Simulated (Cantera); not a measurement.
Mixture: CH4 : O2 : N2 : H2O = 1 : 1.25 : 7 : 0.84 (molar parts), at 900 Torr, adiabatic and at constant volume. Ignition delay is the time to a rise of 400 K.

Detailed kinetics in Cantera: GRI-Mech 3.0 (53 species, 325 reactions).

**Question.** Predict: delay at 1275 K; delay at 1475 K; delay at 1675 K; delay at 1875 K; delay at 2075 K; apparent activation energy between 1975 and 2175 K.

**Answer.** 
| Quantity | Result |
|---|---|
| delay at 1275 K | 31.5 ms |
| delay at 1475 K | 2.70 ms |
| delay at 1675 K | 0.348 ms |
| delay at 1875 K | 78.4 µs |
| delay at 2075 K | 26.7 µs |
| apparent activation energy between 1975 and 2175 K | 170 kJ/mol |
